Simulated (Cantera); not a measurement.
Input (Python, Cantera) and output of one run.

```python
import numpy as np
import cantera as ct

gas_names = """
    Cr CrO CrO2 CrO3 H HO2 H2 H2O H2O2 O OH O2 O3
""".split()
cond_names = """
    Cr(cr) Cr(L) Cr2O3(s) Cr2O3(L) H2O(s) H2O(L)
""".split()


# ... load() reads the species with a 1 bar reference pressure and builds the phases ...
atoms = {
    'Cr2O3': {'Cr': 2, 'O': 3},
    'H2': {'H': 2},
    'H2O': {'H': 2, 'O': 1},
}
top_T = {}  # K; cautious upper limits of use, not melting points


# ... equilibrate(T, P, feed) seeds the gas with the atoms and calls Mixture.equilibrate('TP', solver="vcs", rtol=1e-11, max_steps=5000) ...
results = []
feed = {'Cr2O3': 1, 'H2': 220, 'H2O': 1}  # mol
T = 1050  # K
P = 120000  # Pa
mix = equilibrate(T, P, feed)
results.append((T, P, feed, dict(zip(mix.species_names, mix.species_moles))))
x = sorted(zip(gas.X, gas.species_names), reverse=True)
print(f"T = {T:g} K  P = {P:g} Pa  gas = {mix.phase_moles(0):.4g} mol")
print("   x: " + "  ".join(f"{s} {v:.3e}" for v, s in x if v > 1e-06))
print("   condensed (mol): " + ("  ".join(f"{mix.phase(i).name} {mix.phase_moles(i):.4g}"
      for i in range(1, mix.n_phases) if mix.phase_moles(i) > 1e-12) or "none"))
```

It prints:

```
T = 1050 K  P = 120000 Pa  gas = 221 mol
   x: H2 9.955e-01  H2O 4.525e-03
   condensed (mol): Cr2O3(s) 1
```

These are equilibrium values from Cantera (NASA tables, ideal gas, pure condensed phases), not measurements of a reactor.
